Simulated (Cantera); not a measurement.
Feed: 1 mol (CH3)2SiCl2, 0.58 mol C3H8, 2.5 mol H2, equilibrated at 2273 K and 100000 Pa.

Equilibrium computed with Cantera from the NASA thermochemical tables; the gas is ideal and each condensed phase is pure. Candidate condensed phases: C, C6H6, C7H8, C8H18, Si, SiC; 109 gas species. The feed counts by its element totals alone. The tables' values for SiCl3, SiCl are old estimates; treat these amounts as uncertain. Gases not in the tables: Si2H6 and higher silanes. Rates play no part.

Base state: H2 0.776, HCl 0.199, SiCl2 0.0122, H 0.00740, C2H2 (acetylene) 0.00293, Cl 0.00137, SiCl3 0.000273, SiCl 0.000205 (mole fractions); condensed: C(graphite) + SiC(s).

What changes in the equilibrium state with this change: pressure from 100000 Pa to 1000 Pa?


```csv
species,before,after
H2,0.776,0.711
HCl,0.199,0.178
H,0.00740,0.0708
Cl,0.00137,0.0128
SiCl2,0.0122,0.0107
SiHCl3,1.19e-5,9.37e-8
CH4,0.000136,1.14e-6
"C(graphite), mol",2.80,2.90
"SiC(s), mol",0.886,0.763
```
The tables' values for SiCl, SiCl3 are old estimates; treat these amounts as uncertain.

What changes in the equilibrium state with this change: temperature from 2273 K to 1400 K?


```tsv
species	before	after
H2	0.776	0.786
HCl	0.199	0.204
SiCl4	4.87e-6	0.00419
SiCl2	0.0122	0.000752
H	0.00740	4.31e-6
SiCl	0.000205	1.65e-9
Si	9.73e-5	<1e-9
C(graphite), mol	2.80	2.78
SiC(s), mol	0.886	0.939
```
The tables' values for SiCl3 are old estimates; treat these amounts as uncertain.
